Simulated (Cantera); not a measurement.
# Abatement and gas-phase synthesis: N2O + H2O + H2

Input: 1 mol N2O, 3.6 mol H2O, 10 mol H2, held at 2127 °C and 0.135 Torr.

These are equilibrium values from Cantera (NASA tables, ideal gas, pure condensed phases), not measurements of a reactor. Candidate condensed phases: H2O; 24 gas species. Rates play no part.

```json
{
 "x(H)": "0.551",
 "x(H2)": "0.216",
 "x(H2O)": "0.0790",
 "x(O)": "0.0632",
 "x(N2)": "0.0429",
 "x(OH)": "0.0370",
 "x(O2)": "0.00956",
 "x(NO)": "0.000953",
 "x(N)": "1.72e-6",
 "gas_amount": "23.08 mol"
}
```
